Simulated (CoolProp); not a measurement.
Vapour-liquid equilibrium of diethyl ether (1) + n-hexane (2) at 658 kPa; x and y are mole fractions of (1).

Values from CoolProp's multi-fluid Helmholtz-energy mixture model, Thol 2014 and Thol 2019; pair parameters Bell 2016.

```tsv
x	bubble temperature (°C)	y at the bubble point	dew temperature at overall composition x (°C)	liquid density (mol/L)
0.05	139.3	0.107	141.4	6.249
0.15	132.7	0.284	137.8	6.446
0.25	127.1	?	?	6.639
0.35	122.3	0.538	130.1	6.831
0.45	?	0.635	126.0	7.026
0.55	114.2	0.718	121.8	7.225
0.65	110.7	0.793	?	7.430
0.75	107.5	0.859	?	7.643
0.85	104.5	?	107.9	7.865
0.95	101.6	0.974	102.9	?
```

Task: Complete the blanks.

Result: 
- 0.25, y at the bubble point: 0.424
- 0.25, dew temperature at overall composition x (°C): 134.0
- 0.45, bubble temperature (°C): 118.0
- 0.65, dew temperature at overall composition x (°C): 117.3
- 0.75, dew temperature at overall composition x (°C): 112.7
- 0.85, y at the bubble point: 0.919
- 0.95, liquid density (mol/L): 8.096

No azeotrope shows between x = 0.05 and 0.95.

Pair parameters are fitted to limited data, so mixtures are less certain than the pure fluids.
